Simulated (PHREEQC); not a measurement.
A column of 0.1 m (40 cells, dispersivity 0.008 m, 720 s a shift, diffusion coefficient 3e-10 m²/s) holds 0.00079 eq of the database's cation exchanger X per kg of pore water, first in equilibrium with 0.036 mol LiCl, 0.0026 mol KCl and 1e-05 mol HCl per kg of water. It is flushed with 0.00071 mol/kgw SrCl2 and 1e-05 mol/kgw HCl, at 40 °C. Values are for the last cell. No CO2 enters from the air. Nothing may precipitate in this run.

Equilibrium calculation in PHREEQC: ion-association model, phreeqc.dat.

| pore volumes | Sr in solution (mol/kgw) | Li in solution (mol/kgw) | K in solution (mol/kgw) | Cl in solution (mol/kgw) |
|---|---|---|---|---|
| 0 | 0 | 0.0360 | 0.00260 | 0.0386 |
| 0.2625 | 0 | 0.0360 | 0.00260 | 0.0386 |
| 0.3875 | 4.40e-12 | 0.0357 | 0.00258 | 0.0383 |
| 0.6375 | 3.29e-9 | 0.0303 | 0.00223 | 0.0326 |
| 0.8875 | 2.91e-8 | 0.0202 | 0.00159 | 0.0218 |
| 1.012 | [?] | 0.0154 | [?] | 0.0167 |
| 1.262 | 8.62e-5 | 0.00834 | 0.000835 | 0.00936 |
| 1.512 | 0.000410 | 0.00400 | 0.000403 | 0.00523 |
| 1.637 | 0.000502 | 0.00272 | [?] | 0.00402 |
| 1.887 | 0.000611 | 0.00124 | 0.000129 | 0.00260 |
| 2.138 | 0.000663 | 0.000550 | 5.89e-5 | 0.00195 |
| 2.388 | 0.000688 | 0.000241 | 2.66e-5 | 0.00165 |
| 2.513 | 0.000695 | 0.000159 | [?] | 0.00158 |
| 2.763 | 0.000703 | [?] | 7.99e-6 | 0.00149 |
| 3.013 | 0.000707 | [?] | 3.56e-6 | 0.00146 |
| 3.138 | 0.000708 | 1.96e-5 | 2.38e-6 | 0.00145 |
| 3.388 | 0.000709 | 8.42e-6 | 1.06e-6 | 0.00144 |
| 3.638 | 0.000710 | 3.61e-6 | 4.69e-7 | 0.00143 |
| 3.763 | 0.000710 | 2.37e-6 | 3.12e-7 | 0.00143 |
| 4.013 | 0.000710 | 1.01e-6 | 1.38e-7 | 0.00143 |

Q: Some entries are withheld; supply them.

A: 
- 1.012, Sr in solution (mol/kgw): 8.10e-8
- 1.012, K in solution (mol/kgw): 0.00129
- 1.637, K in solution (mol/kgw): 0.000277
- 2.513, K in solution (mol/kgw): 1.79e-5
- 2.763, Li in solution (mol/kgw): 6.91e-5
- 3.013, Li in solution (mol/kgw): 2.98e-5

Away from 25 °C the constants follow the database's enthalpies or fits; those with neither stay at their 25 °C values.
